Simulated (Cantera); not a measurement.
Charge: 1 mol toluene, 0.12 mol H₂O, 49 mol H₂, at 1048 K and 1.70 mbar.

Cantera equilibrium calculation (NASA polynomials, part measured and part estimated; ideal gas, pure solids and liquids). Candidate condensed phases: C, C₆H₆, C₇H₈, C₈H₁₈, H₂O; 110 gas species. Rates play no part.

Base state: H₂ 0.998, CO 0.00225, CH₄ 9.88e-5 (mole fractions); condensed: C(graphite).

### Question
What changes in the equilibrium state with this change: temperature from 1048 K to 2723 K?

### Answer
```tsv
species	before	after
H	1.87e-7	0.739
H₂	0.998	0.242
C₃	<1e-9	0.00700
C₂H	<1e-9	0.00209
C	<1e-9	0.00163
C₂H₂ (acetylene)	3.93e-9	0.00619
C₂	<1e-9	0.000674
C₄H₂	<1e-9	6.59e-5
C(graphite), mol	6.87	3.35
```
